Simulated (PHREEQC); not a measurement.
Dissolve 0.01 mol Al2(SO4)3, 0.0063 mol H2SO4 and 0.081 mol NaCl per kg of water at 20 °C. Closed to the air; pH follows from the charge balance.

Equilibrium calculation in PHREEQC: ion-association model, phreeqc.dat.

Each row changes one thing in this solution. Precipitation was switched off in this run.

```
case                                                 pH  ionic strength (mol/kgw)  SO4-2 (mol/kgw)  HSO4- (mol/kgw)
-------------------------------------------------  ----  ------------------------  ---------------  ---------------
as made                                            2.14                     0.144           0.0138          0.00375
Al2(SO4)3 replaced by Li2SO4 at the same molality  2.12                     0.119           0.0111          0.00336
diluted 2-fold with water                          2.39                    0.0754          0.00803          0.00146
NaCl replaced by CdCl2 at the same molality        2.12                     0.170           0.0113          0.00312
0.0029 mol/kgw NaOH added                          2.26                     0.145           0.0142          0.00295
```
